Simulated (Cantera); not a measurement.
Feed: 1 mol C2F6, 1 mol F2, 5.1 mol H2, held at 2900 K and 1.00 bar.

Equilibrium computed with Cantera from the NASA thermochemical tables; the gas is ideal and each condensed phase is pure. The feed counts by its element totals alone. Kinetics and transport are ignored.

```csv
species,before,after
HF,0.861,0.753
H2,0.0969,0.187
H,0.0358,0.0497
CH3,4.91e-6,1.31e-5
CF2,2.67e-5,1.06e-5
C2H2 (acetylene),0.00446,0.00861
C4H2,8.57e-5,0.000165
C2H2 (vinylidene),1.11e-5,2.14e-5
F,0.00163,0.00103
"C(graphite), mol",1.90,1.84
```
Gas species are given as mole fractions.

**Question.** What was changed between the two runs?
(A) F2 from 1 to 0.22 mol
(B) H2 from 5.1 to 1.5 mol
(C) F2 from 1 to 1.7 mol
(D) pressure from 1.00 bar to 3.60 mbar

**Answer.** A, F2 from 1 to 0.22 mol
